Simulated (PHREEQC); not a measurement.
0.25 g of hydrous ferric oxide (600 m²/g; 0.2 weak and 0.005 strong sites per Fe, Dzombak-Morel constants, diffuse double layer) in 1 kg of water with 0.001 mol/kgw of an inert sodium salt and 0.0011 mol/kgw H3BO3 and 0.00016 mol/kgw SrCl2, at 25 °C; the pH is set by adding NaOH or the inert anion's acid. Oxygen alone is held at its pressure in air (log pO2 = -0.68). CO2 from the air is kept out. Nothing may precipitate in this run.

The series has 17 steps of pH, from 4 to 12.

All values are PHREEQC results (ion-association model, wateq4f.dat), not measurements.

Near which pH is half of the Sr sorbed, and on which side is more sorbed?

Near pH 9.3, with more sorbed at higher pH.

Complexes and solids missing from the database can't appear.
